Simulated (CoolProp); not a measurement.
A simple Rankine cycle with chloromethane (R40): condensing at 302.15 K, boiler at 4.94 MPa, turbine inlet 412.3 K, turbine efficiency 0.9, pump efficiency 0.6, no recuperator. Each further row changes one setting.

Model: reference Helmholtz-energy equation of state, Thol 2014, in CoolProp.

```tsv
case	thermal efficiency (%)	net work (kJ/kg)	heat in (kJ/kg)	turbine exit temperature (K)	volume ratio over the turbine
as stated	17.0	67.1	395	302.1	6.82
turbine inlet 432.3 K	17.7	76.1	430	302.1	6.28
condensing temperature 294.15 K	18.4	74.9	408	294.1	8.44
boiler pressure 3.46 MPa	15.4	66.3	431	302.1	4.40
turbine efficiency 0.8	14.9	58.8	395	302.1	6.99
```

The expansion ends wet for: as stated; turbine inlet 432.3 K; condensing temperature 294.15 K; boiler pressure 3.46 MPa; turbine efficiency 0.8.
